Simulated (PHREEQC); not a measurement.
Make-up at 9.1 °C: 0.0049 mol/kgw LiOH, 3.6e-06 mol/kgw H4SiO4 and 0.16 mol/kgw Na2CO3. Closed to the air; pH follows from the charge balance.

Model: ion-association model with the Debye-Hückel limiting law, phreeqc.dat, run in PHREEQC.

Precipitation was switched off in this run.

Task: What pH does the model give?

Result: pH 11.97.

Task: In which forms is Si present?

Result: H3SiO4- 83 %, H2SiO4-2 17 %, H4SiO4 0.5 % of the Si.

Complexes and solids missing from the database can't appear. At this temperature some constants are extrapolated from 25 °C, and those without enthalpy data are left unchanged.
